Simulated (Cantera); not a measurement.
**Thermodynamics of boron, boron nitride and boron oxide, feed B₂H₆ + H₂O**

Charge: 1 mol B₂H₆, 14 mol H₂O, equilibrated at 10000 Pa.

Equilibrium computed with Cantera from the NASA thermochemical tables; the gas is ideal and each condensed phase is pure. Candidate condensed phases: B, B₂O₃, B₃O₃H₃, H₂O; 23 gas species. The feed counts by its element totals alone. Gases not in the tables: H₃BO₃. The numbers say what is thermodynamically allowed, not how fast it happens.

From 948 K to 1548 K the condensed part is B₂O₃(l). From 1698 K to 2148 K nothing is condensed.

```json
[
 {"T (K)": "948", "log p H₂O": "-1.19", "log p H₂": "-1.45", "log p HBO₂": "-5.68", "log p H": "-10.01", "n B₂O₃(l)": "0.849"},
 {"T (K)": "1098", "log p H₂O": "-1.19", "log p H₂": "-1.45", "log p HBO₂": "-4.37", "log p H": "-8.33", "n B₂O₃(l)": "0.923"},
 {"T (K)": "1248", "log p H₂O": "-1.19", "log p H₂": "-1.45", "log p HBO₂": "-3.39", "log p H": "-7.06", "n B₂O₃(l)": "0.925"},
 {"T (K)": "1398", "log p H₂O": "-1.20", "log p H₂": "-1.46", "log p HBO₂": "-2.64", "log p H": "-6.05", "n B₂O₃(l)": "0.778"},
 {"T (K)": "1548", "log p H₂O": "-1.24", "log p H₂": "-1.47", "log p HBO₂": "-2.06", "log p H": "-5.25", "n B₂O₃(l)": "0.195"},
 {"T (K)": "1698", "log p H₂O": "-1.25", "log p H₂": "-1.48", "log p HBO₂": "-1.97", "log p H": "-4.58", "n B₂O₃(l)": "0"},
 {"T (K)": "1848", "log p H₂O": "-1.25", "log p H₂": "-1.48", "log p HBO₂": "-1.97", "log p H": "-4.01", "n B₂O₃(l)": "0"},
 {"T (K)": "1998", "log p H₂O": "-1.25", "log p H₂": "-1.48", "log p HBO₂": "-1.97", "log p H": "-3.53", "n B₂O₃(l)": "0"},
 {"T (K)": "2148", "log p H₂O": "-1.26", "log p H₂": "-1.48", "log p HBO₂": "-1.98", "log p H": "-3.12", "n B₂O₃(l)": "0"}
]
```
log p: log10 of the partial pressure in bar; n: condensed amount in mol.
